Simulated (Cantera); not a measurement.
Cantera with NASA thermochemical tables; ideal gases at 1 bar, condensed phases pure. Values are per mole of reaction as written; species without (g) are pure solids or liquids, kept so even where they would boil at 1 bar.

Question: Between 300 and 1623 K, where is each reaction favourable under standard conditions?
- N2O(g) + Li2O = 2 Li(g) + 2 NO(g)

Answer: 
- N2O(g) + Li2O = 2 Li(g) + 2 NO(g): ΔG° is 886 kJ at 300 K and 323 kJ at 1623 K; it stays positive (K < 1). ΔH° is 981 kJ and ΔS° 405 J/K at 1623 K.
